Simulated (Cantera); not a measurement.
What does this Cantera script print?

```python
import numpy as np
import cantera as ct

gas_names = [...]  # 113 gases of nasa_gas.yaml made of C, H, O, Ta
cond_names = """
    C(gr) C6H6(L) C7H8(L) C8H18(L),n-octa H2O(s) H2O(L) Ta(cr) Ta(L) TaC(s) TaC(L) Ta2O5(s) Ta2O5(L)
""".split()


# ... load() reads the species with a 1 bar reference pressure and builds the phases ...
atoms = {
    'Ta': {'Ta': 1},
    'CO2': {'C': 1, 'O': 2},
    'H2': {'H': 2},
}
top_T = {'C(gr)': 4500}  # K; cautious upper limits of use, not melting points


# ... equilibrate(T, P, feed) seeds the gas with the atoms and calls Mixture.equilibrate('TP', solver="vcs", rtol=1e-11, max_steps=5000) ...
results = []
feed = {'Ta': 1, 'CO2': 1.9, 'H2': 420}  # mol
T = 1848  # K
P = 100000  # Pa
mix = equilibrate(T, P, feed)
results.append((T, P, feed, dict(zip(mix.species_names, mix.species_moles))))
x = sorted(zip(gas.X, gas.species_names), reverse=True)
print(f"T = {T:g} K  P = {P:g} Pa  gas = {mix.phase_moles(0):.4g} mol")
print("   x: " + "  ".join(f"{s} {v:.3e}" for v, s in x if v > 1e-06))
print("   condensed (mol): " + ("  ".join(f"{mix.phase(i).name} {mix.phase_moles(i):.4g}"
      for i in range(1, mix.n_phases) if mix.phase_moles(i) > 1e-12) or "none"))
```

Output:

```
T = 1848 K  P = 100000 Pa  gas = 421.6 mol
   x: H2 9.942e-01  CO 3.632e-03  H2O 1.629e-03  H 5.287e-04  CO2 1.485e-06
   condensed (mol): TaC(s) 0.3678  Ta2O5(s) 0.3161
```

These are equilibrium values from Cantera (NASA tables, ideal gas, pure condensed phases), not measurements of a reactor. Mutual solubility and eutectic melting of coexisting phases are not modelled. TaC: taken at fixed stoichiometry. Condensed phases not in the tables: Ta2C.
